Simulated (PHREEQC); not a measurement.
Copper plating or etch bath: an equilibrium model

Make-up at 25 °C: 0.0092 mol CuCl2 and 0.15 mol FeCl3 per kg of water. Closed to the air; pH follows from the charge balance.

Computed with PHREEQC (ion-association model, phreeqc.dat).

Precipitation was switched off in this run.

Question: What pH does the model give?

Answer: pH 1.87.

Question: In which forms is Fe present?

Answer: FeCl+2 53 %, Fe+3 19 %, FeCl2+ 16 %, Fe2(OH)2+4 6.7 %, FeOH+2 3.8 %, Fe3(OH)4+5 1.0 % of the Fe.

The solution is supersaturated, for example in Hematite (slow to form), Goethite (slow to form), so a real one may precipitate; this is no full list. Species that the database lacks are ignored.
